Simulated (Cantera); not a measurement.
**FeS + H2 + N2 (hydrogen reduction and annealing atmospheres)**

A closed system holds: 1 mol FeS, 2400 mol H2, 34 mol N2, held at 1800 Pa.

Cantera equilibrium calculation (NASA polynomials, part measured and part estimated; ideal gas, pure solids and liquids). Candidate condensed phases: Fe, FeS, FeS2, S; 16 gas species. FeS: taken at fixed stoichiometry. Rates play no part.

```tsv
T (°C)	x H2	x N2	x H2S	x H	x NH3	x SH	n Fe(α)	n FeS(s)	n Fe(γ)
475	0.986	0.0140	7.60e-5	2.13e-12	1.09e-5	4.46e-12	0.185	0.815	0
550	0.986	0.0140	0.000200	5.43e-11	4.97e-6	1.29e-10	0.486	0.514	0
625	0.986	0.0140	0.000411	8.10e-10	2.56e-6	1.97e-9	1.00	0	0
700	0.986	0.0140	0.000411	8.00e-9	1.46e-6	1.08e-8	1.00	0	0
775	0.986	0.0140	0.000411	5.72e-8	8.94e-7	4.61e-8	1.00	0	0
850	0.986	0.0140	0.000411	3.15e-7	5.84e-7	1.63e-7	1.00	0	0
925	0.986	0.0140	0.000410	1.41e-6	4.02e-7	4.91e-7	0	0	1.000
1000	0.986	0.0140	0.000409	5.28e-6	2.88e-7	1.30e-6	0	0	1.000
1075	0.986	0.0140	0.000407	1.71e-5	2.15e-7	3.07e-6	0	0	0.999
```
x: gas mole fraction; n: condensed amount in mol.

From 475 °C to 550 °C the condensed part is Fe(α) + FeS(s). From 625 °C to 850 °C the condensed part is Fe(α). From 925 °C to 1075 °C the condensed part is Fe(γ).
